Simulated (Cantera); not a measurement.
Charge: 1 mol Fe(CO)5, 0.035 mol O2, 0.54 mol N2, equilibrated at 340 Pa.

These are equilibrium values from Cantera (NASA tables, ideal gas, pure condensed phases), not measurements of a reactor. Candidate condensed phases: C, Fe, Fe(CO)5, FeO, Fe2O3, Fe3O4; 27 gas species. Kinetics and transport are ignored.

Task: At 700 °C, list the 3 most abundant gas species with their mole fractions, and the condensed phases.

Result: CO 0.890, N2 0.0975, CO2 0.0126. Condensed: Fe(α).
